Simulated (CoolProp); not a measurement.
R141b at 434.72 K and 1.5 MPa is compressed adiabatically to 2.4 MPa with isentropic efficiency 0.7. Each further row changes one setting.

Computed with CoolProp (reference Helmholtz-energy equation of state, Lemmon 2006). It is a short technical equation, of lower accuracy than the large ones.

| case | work (kJ/kg) | final temperature (K) | final density (kg/m³) |
|---|---|---|---|
| as stated | 16.4 | 462.6 | 99.1 |
| efficiency 1 | 11.5 | 458.6 | 102 |
| efficiency 0.65 | 17.6 | 463.6 | 98.5 |
